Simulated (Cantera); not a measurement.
Charge: 1 mol SiH₂Cl₂, 0.012 mol C₂H₄, 16 mol H₂, at 10.0 Torr.

Cantera equilibrium calculation (NASA polynomials, part measured and part estimated; ideal gas, pure solids and liquids). Candidate condensed phases: C, C₆H₆, C₇H₈, C₈H₁₈, Si, SiC; 109 gas species. Mutual solubility and eutectic melting of coexisting phases are not modelled. Gases not in the tables: Si₂H₆ and higher silanes. Rates play no part.

Task: What share of the Si ends up in condensed phases as a function of T (°C), at 1525, 1575, 1625, 1675, 1725, 1775, 1825, 1875, 1925, 1975, 2025?

Result: 
```
T (°C)  Si condensed (%)              as
------  ----------------  --------------
1525                65.7  Si(l) + SiC(s)
1575                66.2  Si(l) + SiC(s)
1625                66.2  Si(l) + SiC(s)
1675                65.2  Si(l) + SiC(s)
1725                62.7  Si(l) + SiC(s)
1775                57.7  Si(l) + SiC(s)
1825                48.7  Si(l) + SiC(s)
1875                33.2  Si(l) + SiC(s)
1925                 8.6           Si(l)
1975                 0.0               -
2025                 0.0               -
```
